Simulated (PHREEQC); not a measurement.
# Brine: speciation

Solution (25 °C): 1.6 mol/kgw MgCl2, 0.043 mol/kgw BaCl2 and 0.053 mol/kgw KBr. Closed to the air; pH follows from the charge balance.

All values are PHREEQC results (Pitzer model, pitzer.dat), not measurements.

Each row changes one thing in this solution. This is a speciation only: nothing precipitates in the calculation.

```csv
case,MgOH+ (mol/kgw),SI of Sylvite (KCl),SI of Bischofite (MgCl2:6H2O)
as made,9.93e-7,-1.95,-3.93
KBr from 0.053 to 0.0583 mol/kgw,9.94e-7,(withheld),-3.93
MgCl2 from 1.6 to 3.2 mol/kgw,(withheld),-1.34,(withheld)
diluted 5-fold with water,(withheld),-3.45,-6.48
```

Problem. Fill in the missing entries.

Solution. 
- KBr from 0.053 to 0.0583 mol/kgw, SI of Sylvite (KCl): -1.90
- MgCl2 from 1.6 to 3.2 mol/kgw, MgOH+ (mol/kgw): 2.10e-6
- MgCl2 from 1.6 to 3.2 mol/kgw, SI of Bischofite (MgCl2:6H2O): -2.09
- diluted 5-fold with water, MgOH+ (mol/kgw): 3.62e-7
